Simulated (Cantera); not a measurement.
# Thermodynamics of silicon epitaxy and polysilicon growth, feed Si₂Cl₆ + HCl + N₂

Feed: 1 mol Si₂Cl₆, 0.12 mol HCl, 120 mol N₂, held at 12.0 mbar.

Method: chemical equilibrium by Gibbs-energy minimisation in Cantera with the NASA 1993 tables (ideal gas, pure condensed phases). Candidate condensed phases: NH₄Cl, Si, Si₃N₄; 28 gas species. The feed counts by its element totals alone. N₂ is the only nitrogen source here; it is nearly inert below about 1500 K, so the nitride shown seldom forms there in practice. The tables' values for SiCl₃ are old estimates; treat these amounts as uncertain. Equilibrium is a limit: real reactors are often held back by kinetics, nucleation or transport.

From 1248 K to 1348 K the condensed part is Si₃N₄(s). From 1398 K to 1748 K nothing is condensed. The main Si-bearing gas is SiCl₄ at 1248 K and SiCl₂ at 1748 K.

```csv
T (K),x N₂,x SiCl₄,x SiCl₂,x Cl,n Si₃N₄(s)
1248,0.986,0.0112,0.000694,2.81e-6,0.142
1298,0.985,0.0101,0.00185,6.37e-6,0.111
1348,0.984,0.00815,0.00433,1.32e-5,0.0518
1398,0.983,0.00658,0.00661,3.11e-5,0
1448,0.983,0.00645,0.00654,9.20e-5,0
1498,0.982,0.00627,0.00652,0.000251,0
1548,0.982,0.00599,0.00662,0.000631,0
1598,0.981,0.00549,0.00694,0.00144,0
1648,0.980,0.00469,0.00762,0.00293,0
1698,0.978,0.00355,0.00878,0.00521,0
1748,0.975,0.00227,0.0103,0.00806,0
```
x: gas mole fraction; n: condensed amount in mol.
